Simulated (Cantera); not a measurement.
# Equilibrium for chemical vapour transport: Fe2O3 + H2O + O2

Feed: 1 mol Fe2O3, 1.4 mol H2O, 0.094 mol O2, equilibrated at 0.270 bar.

Equilibrium computed with Cantera from the NASA thermochemical tables; the gas is ideal and each condensed phase is pure. Candidate condensed phases: Fe, FeO, Fe(OH)2, Fe(OH)3, Fe2O3, Fe3O4, H2O; 12 gas species. Rates play no part.

From 948 K to 1548 K the condensed part is Fe2O3(s). At 1648 K the condensed part is Fe3O4(s).

```
T (K)  x H2O    x O2      x OH      x H2       x O  x Fe(OH)2  n Fe2O3(s)  n Fe3O4(s)
-----  -----  ------  --------  --------  --------  ---------  ----------  ----------
948    0.937  0.0629   1.24e-7  1.23e-10  1.43e-11     <1e-12        1.00           0
1048   0.937  0.0629   8.84e-7   2.46e-9  3.05e-10   2.27e-11        1.00           0
1148   0.937  0.0629   4.49e-6   2.95e-8   3.83e-9   5.31e-10        1.00           0
1248   0.937  0.0629   1.76e-5   2.39e-7   3.21e-8    7.46e-9        1.00           0
1348   0.937  0.0629   5.64e-5   1.42e-6   1.97e-7    7.04e-8        1.00           0
1448   0.937  0.0629  0.000154   6.62e-6   9.41e-7    4.86e-7        1.00           0
1548   0.937  0.0628  0.000368   2.53e-5   3.68e-6    2.61e-6       1.000           0
1648   0.842   0.157  0.000946   4.70e-5   1.93e-5    7.32e-6           0       0.667
```
x: gas mole fraction; n: condensed amount in mol.
